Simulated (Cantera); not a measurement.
Silicon etching in halogen gases: Si + Br2

A closed system holds: 1 mol Si, 2.7 mol Br2, at 4.73 Torr.

Method: chemical equilibrium by Gibbs-energy minimisation in Cantera with the NASA 1993 tables (ideal gas, pure condensed phases). Candidate condensed phases: Br2, Si; 9 gas species. The tables' values for SiBr3 are old estimates; treat these amounts as uncertain. The numbers say what is thermodynamically allowed, not how fast it happens.

```tsv
T (°C)	x SiBr4	x Br	x Br2	x SiBr3	x SiBr2	x SiBr
852	0.545	0.149	0.307	1.82e-5	6.35e-8	<1e-12
877	0.535	0.180	0.285	3.13e-5	1.65e-7	<1e-12
902	0.525	0.214	0.261	5.29e-5	4.16e-7	<1e-12
927	0.514	0.251	0.235	8.80e-5	1.03e-6	<1e-12
952	0.503	0.289	0.208	0.000145	2.49e-6	<1e-12
977	0.492	0.327	0.181	0.000235	5.94e-6	<1e-12
1002	0.481	0.364	0.155	0.000380	1.40e-5	<1e-12
1027	0.470	0.400	0.130	0.000608	3.27e-5	2.07e-12
1052	0.460	0.432	0.107	0.000967	7.56e-5	8.93e-12
1077	0.451	0.460	0.0875	0.00153	0.000173	3.77e-11
1102	0.442	0.485	0.0704	0.00240	0.000392	1.55e-10
1127	0.433	0.506	0.0563	0.00373	0.000874	6.23e-10
1152	0.424	0.524	0.0447	0.00572	0.00191	2.41e-9
1177	0.412	0.540	0.0356	0.00862	0.00407	8.96e-9
```
x: gas mole fraction; nothing condenses.

From 852 °C to 1177 °C nothing is condensed. The main Si-bearing gas is SiBr4 throughout.
